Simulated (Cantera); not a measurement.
An adiabatic, constant-volume homogeneous reactor starts with H₂ : O₂ : N₂ = 1 : 1.04 : 3.92 (molar parts), equivalence ratio 0.48, at 1375 K and 16.0 bar. Integrator tolerance rtol = 1e-08.

Computed with Cantera and the H2/O2 subset of GRI-Mech 3.0, which has no nitrogen chemistry. The hydrogen kinetics of GRI-Mech 3.0 are dated; newer H2 mechanisms differ, most at raised pressure. The pressure lies above the range GRI-Mech 3.0 was tuned for (to about 10 atm).

Problem. What does this change do: constant pressure in place of constant volume?

Solution. 
```csv
quantity,before,after
time of steepest temperature rise,2.51 µs,2.60 µs
temperature at 4.00 s,2727 K,2506 K
equilibrium temperature,2727 K,2506 K
x(H₂) at 4.00 s,0.00171 (gas-phase equilibrium 0.00171),0.000882 (gas-phase equilibrium 0.000882)
x(O₂) at 4.00 s,0.0949 (gas-phase equilibrium 0.0949),0.0964 (gas-phase equilibrium 0.0964)
x(O) at 4.00 s,0.00232 (gas-phase equilibrium 0.00232),0.00117 (gas-phase equilibrium 0.00117)
x(H₂O) at 4.00 s,0.174 (gas-phase equilibrium 0.174),0.178 (gas-phase equilibrium 0.178)
x(H) at 4.00 s,0.000485 (gas-phase equilibrium 0.000485),0.000193 (gas-phase equilibrium 0.000193)
```

Problem. What does this change do: N2 3.92 to 2.9 parts?

Solution. 
```json
[
 {"quantity": "time of steepest temperature rise", "before": "2.51 µs", "after": "2.08 µs"},
 {"quantity": "temperature at 4.00 s", "before": "2727 K", "after": "2915 K"},
 {"quantity": "equilibrium temperature", "before": "2727 K", "after": "2915 K"},
 {"quantity": "x(H₂) at 4.00 s", "before": "0.00171 (gas-phase equilibrium 0.00171)", "after": "0.00370 (gas-phase equilibrium 0.00370)"},
 {"quantity": "x(O₂) at 4.00 s", "before": "0.0949 (gas-phase equilibrium 0.0949)", "after": "0.114 (gas-phase equilibrium 0.114)"},
 {"quantity": "x(O) at 4.00 s", "before": "0.00232 (gas-phase equilibrium 0.00232)", "after": "0.00513 (gas-phase equilibrium 0.00513)"},
 {"quantity": "x(H₂O) at 4.00 s", "before": "0.174 (gas-phase equilibrium 0.174)", "after": "0.207 (gas-phase equilibrium 0.207)"},
 {"quantity": "x(H) at 4.00 s", "before": "0.000485 (gas-phase equilibrium 0.000485)", "after": "0.00133 (gas-phase equilibrium 0.00133)"}
]
```
